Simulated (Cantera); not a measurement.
A freely propagating, adiabatic, planar premixed flame of 48.1 % H2, 10.0 % O2, 37.7 % N2, 4.14 % H2O, equivalence ratio 2.4, unburnt at 598 K and 5.00 bar; mixture-averaged transport, grid criteria slope 0.08 and curve 0.16, no radiation.

Detailed kinetics in Cantera: the H2/O2 subset of GRI-Mech 3.0, which has no nitrogen chemistry. The hydrogen kinetics of GRI-Mech 3.0 are dated; newer H2 mechanisms differ, most at raised pressure. Burning velocities carry a grid error of a few per cent, more on coarse grids.

x: mole fraction of selected species; z is measured from the peak of heat release.

```json
[
 {"z (mm)": "-0.172", "T (K)": "598", "u (m/s)": "7.43", "x H2": "0.481", "x O2": "0.100", "x OH": "<1e-8", "x O": "<1e-8", "x HO2": "<1e-8", "x H2O2": "<1e-8"},
 {"z (mm)": "-0.115", "T (K)": "598", "u (m/s)": "7.43", "x H2": "0.481", "x O2": "0.100", "x OH": "<1e-8", "x O": "<1e-8", "x HO2": "<1e-8", "x H2O2": "<1e-8"},
 {"z (mm)": "-0.0862", "T (K)": "598", "u (m/s)": "7.43", "x H2": "0.481", "x O2": "0.100", "x OH": "<1e-8", "x O": "<1e-8", "x HO2": "1.49e-7", "x H2O2": "<1e-8"},
 {"z (mm)": "-0.0575", "T (K)": "599", "u (m/s)": "7.44", "x H2": "0.481", "x O2": "0.100", "x OH": "<1e-8", "x O": "3.04e-8", "x HO2": "3.47e-6", "x H2O2": "6.48e-8"},
 {"z (mm)": "-0.0287", "T (K)": "?", "u (m/s)": "8.12", "x H2": "0.469", "x O2": "0.101", "x OH": "?", "x O": "?", "x HO2": "?", "x H2O2": "?"},
 {"z (mm)": "-0.0144", "T (K)": "930", "u (m/s)": "11.0", "x H2": "0.436", "x O2": "0.0924", "x OH": "0.000624", "x O": "0.000190", "x HO2": "0.000698", "x H2O2": "5.24e-5"},
 {"z (mm)": "0", "T (K)": "1293", "u (m/s)": "15.0", "x H2": "0.381", "x O2": "0.0666", "x OH": "0.00124", "x O": "0.000945", "x HO2": "0.000321", "x H2O2": "1.87e-5"},
 {"z (mm)": "0.0144", "T (K)": "1553", "u (m/s)": "17.9", "x H2": "0.328", "x O2": "0.0332", "x OH": "0.00210", "x O": "0.00132", "x HO2": "0.000139", "x H2O2": "3.33e-6"},
 {"z (mm)": "0.0287", "T (K)": "1694", "u (m/s)": "19.4", "x H2": "0.299", "x O2": "0.0128", "x OH": "0.00245", "x O": "0.000882", "x HO2": "5.11e-5", "x H2O2": "1.50e-6"},
 {"z (mm)": "0.0575", "T (K)": "1811", "u (m/s)": "20.7", "x H2": "0.288", "x O2": "0.00179", "x OH": "0.00248", "x O": "0.000343", "x HO2": "6.76e-6", "x H2O2": "6.17e-7"},
 {"z (mm)": "0.115", "T (K)": "1899", "u (m/s)": "21.5", "x H2": "0.292", "x O2": "0.000152", "x OH": "0.00218", "x O": "0.000170", "x HO2": "6.46e-7", "x H2O2": "2.84e-7"},
 {"z (mm)": "0.230", "T (K)": "1974", "u (m/s)": "22.3", "x H2": "0.299", "x O2": "?", "x OH": "?", "x O": "?", "x HO2": "?", "x H2O2": "?"},
 {"z (mm)": "0.460", "T (K)": "2027", "u (m/s)": "22.8", "x H2": "0.303", "x O2": "1.30e-5", "x OH": "0.00109", "x O": "3.12e-5", "x HO2": "8.00e-8", "x H2O2": "5.87e-8"}
]
```

Task: What belongs in the gaps?

Result: 
- -0.0287, T (K): 665
- -0.0287, x OH: 5.60e-5
- -0.0287, x O: 1.20e-5
- -0.0287, x HO2: 0.000625
- -0.0287, x H2O2: 1.97e-5
- 0.230, x O2: 3.32e-5
- 0.230, x OH: 0.00164
- 0.230, x O: 7.92e-5
- 0.230, x HO2: 1.91e-7
- 0.230, x H2O2: 1.34e-7
